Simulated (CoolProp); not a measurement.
The numbers come from the reference Helmholtz-energy equation of state, Wagner 2002 in CoolProp.

Problem. For water, give the phase and the Z, Joule-Thomson coefficient (K/MPa), expansivity (1/kK), viscosity (µPa s) at 352.7 K and 24.1 MPa.

Solution. 
- 352.7 K and 24.1 MPa: liquid; Z 0.151, Joule-Thomson coefficient -0.192, expansivity 0.615, viscosity 362

Viscosity comes from a separate model (Huber 2009).
